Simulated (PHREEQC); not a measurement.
A solution holds 0.004 mol CaSO4, 0.094 mol Al(NO3)3 and 0.013 mol CO2 per kg of water, at 25 °C. Closed to the air; pH follows from the charge balance.

Model: ion-association model, phreeqc.dat, run in PHREEQC.

This is a speciation only: nothing precipitates in the calculation.

Question: What pH does the model give?

Answer: pH 3.29.

Question: In which forms is Al present?

Answer: Al+3 96 %, AlSO4+ 3.7 %, AlOH+2 0.7 % of the Al.
